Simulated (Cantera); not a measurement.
Mixture: CH4 : O2 : N2 = 1 : 1.18 : 4.42 (molar parts), at 10.0 bar, adiabatic and at constant pressure. Ignition delay is the time to a rise of 400 K.

Model: GRI-Mech 3.0 (53 species, 325 reactions), integrated in Cantera.

### Question
What does this change do: CH4 1 to 0.34 parts?

### Answer
```csv
quantity,before,after
delay at 1250 K,3.42 ms,2.03 ms
delay at 1400 K,0.650 ms,0.398 ms
delay at 1550 K,0.147 ms,97.9 µs
delay at 1700 K,39.0 µs,29.8 µs
delay at 1850 K,12.6 µs,11.0 µs
apparent activation energy between 1775 and 1925 K,190 kJ/mol,170 kJ/mol
```

### Question
What does this change do: pressure from 10.0 bar to 6.40 bar?

### Answer
```tsv
quantity	before	after
delay at 1250 K	3.42 ms	5.48 ms
delay at 1400 K	0.650 ms	0.986 ms
delay at 1550 K	0.147 ms	0.213 ms
delay at 1700 K	39.0 µs	55.3 µs
delay at 1850 K	12.6 µs	18.0 µs
apparent activation energy between 1775 and 1925 K	190 kJ/mol	190 kJ/mol
```
